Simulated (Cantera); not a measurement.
# Equilibrium for silicon epitaxy and polysilicon growth: SiCl4 + Cl2 + N2

Charge: 1 mol SiCl4, 0.044 mol Cl2, 37 mol N2, equilibrated at 1.00 Torr.

These are equilibrium values from Cantera (NASA tables, ideal gas, pure condensed phases), not measurements of a reactor. Candidate condensed phases: Si, Si3N4; 13 gas species. The tables' values for SiCl3 are old estimates; treat these amounts as uncertain. Equilibrium is a limit: real reactors are often held back by kinetics, nucleation or transport.

| T (K) | log p N2 | log p Cl | log p SiCl4 | log p SiCl2 | log p SiCl3 | log p Cl2 | log p SiCl |
|---|---|---|---|---|---|---|---|
| 1223 | -2.89 | -5.57 | -4.46 | -10.10 | -7.73 | -6.69 | <-14 |
| 1273 | -2.89 | -5.53 | -4.46 | -8.95 | -7.11 | -7.03 | <-14 |
| 1323 | -2.89 | -5.48 | -4.46 | -7.91 | -6.55 | -7.33 | <-14 |
| 1373 | -2.89 | -5.39 | -4.47 | -7.03 | -6.08 | -7.51 | -13.69 |
| 1423 | -2.89 | -5.24 | -4.49 | -6.38 | -5.73 | -7.54 | -12.53 |
| 1473 | -2.89 | -5.05 | -4.52 | -5.89 | -5.47 | -7.47 | -11.62 |
| 1523 | -2.89 | -4.84 | -4.58 | -5.51 | -5.28 | -7.35 | -10.88 |
| 1573 | -2.89 | -4.64 | -4.68 | -5.20 | -5.15 | -7.23 | -10.23 |
| 1623 | -2.90 | -4.47 | -4.84 | -4.95 | -5.08 | -7.14 | -9.65 |
| 1673 | -2.90 | -4.34 | -5.09 | -4.76 | -5.08 | -7.12 | -9.12 |
| 1723 | -2.91 | -4.25 | -5.45 | -4.63 | -5.18 | -7.17 | -8.63 |
log p: log10 of the partial pressure in bar; nothing condenses.

From 1223 K to 1723 K nothing is condensed. The main Si-bearing gas is SiCl4 at 1223 K and SiCl2 at 1723 K.
